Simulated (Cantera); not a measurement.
Input: 1 mol Cr, 2.8 mol NH3, 10 mol N2O, held at 1325 °C and 9.50 Pa.

Method: chemical equilibrium by Gibbs-energy minimisation in Cantera with the NASA 1993 tables (ideal gas, pure condensed phases). Candidate condensed phases: Cr, CrN, Cr2N, Cr2O3, H2O; 29 gas species. Rates play no part.

Base state: N2 0.641, H2O 0.235, O2 0.120, OH 0.00235, NO 0.00131, O 0.000503, H2 0.000451, H 0.000116 (mole fractions); condensed: Cr2O3(s).

Problem. What changes in the equilibrium state with this change: pressure from 9.50 Pa to 0.100 bar?

Solution. 
```tsv
species	before	after
N2	0.641	0.642
H2O	0.235	0.236
O2	0.120	0.120
OH	0.00235	0.000415
CrO2	1.58e-5	8.53e-8
H	0.000116	6.29e-7
O	0.000503	1.55e-5
Cr2O3(s), mol	0.500	0.500
```
Gases not in the tables: CrO2(OH)2.

Problem. What changes in the equilibrium state with this change: N2O from 10 to 4.8 mol?

Solution. 
```tsv
species	before	after
N2	0.641	0.596
H2O	0.235	0.317
H2	0.000451	0.0858
O2	0.120	6.02e-6
CrO2	1.58e-5	1.33e-6
NO	0.00131	8.93e-6
O	0.000503	3.57e-6
H	0.000116	0.00160
OH	0.00235	0.000230
Cr2O3(s), mol	0.500	0.500
```
